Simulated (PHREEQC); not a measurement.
Make-up at 14 °C: 21 mmol/kgw H2SeO3, 12 mmol/kgw NaOH and 15 mmol/kgw CaCl2. It is in equilibrium with CO2 at log p = -3.4 (atm). Otherwise closed; pH follows from the charge balance.

All values are PHREEQC results (ion-association model, wateq4f.dat), not measurements.

No solid was allowed to form.

Task: Predict the pH, ionic strength.

Result: pH 2.91; ionic strength 0.0585 mol/kgw.

Task: In which forms is Se present?

Result: HSeO3- 64 %, H2SeO3 36 % of the Se.

Species that the database lacks are ignored. At this temperature some constants are extrapolated from 25 °C, and those without enthalpy data are left unchanged.
